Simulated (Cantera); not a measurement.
# Thermodynamics of hydrogen reduction and annealing atmospheres, feed TiO2 + H2

Input: 1 mol TiO2, 92 mol H2, equilibrated at 0.0210 bar.

Method: chemical equilibrium by Gibbs-energy minimisation in Cantera with the NASA 1993 tables (ideal gas, pure condensed phases). Candidate condensed phases: H2O, Ti, TiO, TiO2, Ti2O3, Ti3O5, Ti4O7; 12 gas species. Condensed phases not in the tables: Magnéli phases beyond Ti4O7. Equilibrium is a limit: real reactors are often held back by kinetics, nucleation or transport.

From 1348 K to 1448 K the condensed part is Ti4O7(s). From 1498 K to 1948 K the condensed part is Ti3O5(s).

```tsv
T (K)	log p H2	log p H	log p H2O	log p TiO	log p OH	n Ti4O7(s)	n Ti3O5(s)
1348	-1.68	-6.48	-4.24	<-13	-10.83	0.250	0
1398	-1.68	-6.16	-4.24	<-13	-10.43	0.250	0
1448	-1.68	-5.87	-4.24	-13.31	-10.06	0.250	0
1498	-1.68	-5.60	-4.12	-12.58	-9.59	0	0.333
1548	-1.68	-5.35	-4.12	-11.81	-9.27	0	0.333
1598	-1.68	-5.11	-4.12	-11.10	-8.96	0	0.333
1648	-1.68	-4.89	-4.12	-10.43	-8.68	0	0.333
1698	-1.68	-4.68	-4.12	-9.80	-8.41	0	0.333
1748	-1.68	-4.48	-4.12	-9.21	-8.15	0	0.333
1798	-1.68	-4.29	-4.12	-8.65	-7.91	0	0.333
1848	-1.68	-4.12	-4.12	-8.12	-7.69	0	0.333
1898	-1.68	-3.95	-4.12	-7.63	-7.47	0	0.333
1948	-1.68	-3.79	-4.12	-7.16	-7.27	0	0.333
```
log p: log10 of the partial pressure in bar; n: condensed amount in mol.
